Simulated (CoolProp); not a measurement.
A Linde-Hampson liquefier for CF4 (R14): isothermal reversible compression at 290 K from 1 atm to 15 MPa, throttling to 1 atm, return gas leaving the recuperator 10 K below the feed. Each further row changes one setting.

Model: reference Helmholtz-energy equation of state, Platzer 1990, in CoolProp. This equation is an older, rougher fit; its heat capacities, sound speeds and derivatives of the liquid may be far off and weren't checked against measurements.

```json
[
 {"case": "as stated", "liquid yield per pass": "(withheld)", "compression work (kJ/kg of gas)": "122"},
 {"case": "high pressure 30 MPa", "liquid yield per pass": "(withheld)", "compression work (kJ/kg of gas)": "(withheld)"},
 {"case": "warm-end temperature 320 K", "liquid yield per pass": "(withheld)", "compression work (kJ/kg of gas)": "(withheld)"},
 {"case": "warm-end gap 15 K", "liquid yield per pass": "(withheld)", "compression work (kJ/kg of gas)": "122"}
]
```

Question: Fill in the missing entries.

Answer: 
- as stated, liquid yield per pass: 0.252
- high pressure 30 MPa, liquid yield per pass: 0.296
- high pressure 30 MPa, compression work (kJ/kg of gas): 138
- warm-end temperature 320 K, liquid yield per pass: 0.172
- warm-end temperature 320 K, compression work (kJ/kg of gas): 141
- warm-end gap 15 K, liquid yield per pass: 0.240
